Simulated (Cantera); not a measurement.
Feed: 1 mol SiCl4, 0.85 mol H2, at 873.15 K and 0.100 bar.

Equilibrium computed with Cantera from the NASA thermochemical tables; the gas is ideal and each condensed phase is pure. Candidate condensed phases: Si; 19 gas species. The tables' values for SiCl3 are old estimates; treat these amounts as uncertain. Rates play no part.

Task: What is the equilibrium state?

Result: 
```
Property                             Result
--------------------------------  ---------
x(SiCl4)                              0.518
x(H2)                                 0.437
x(HCl)                               0.0223
x(SiHCl3)                            0.0218
x(SiCl3)                           0.000279
x(SiH2Cl2)                          8.37e-5
x(SiCl2)                            8.84e-6
gas amount                        1.850 mol
log10 activity of Si(s) (absent)      -2.21
```
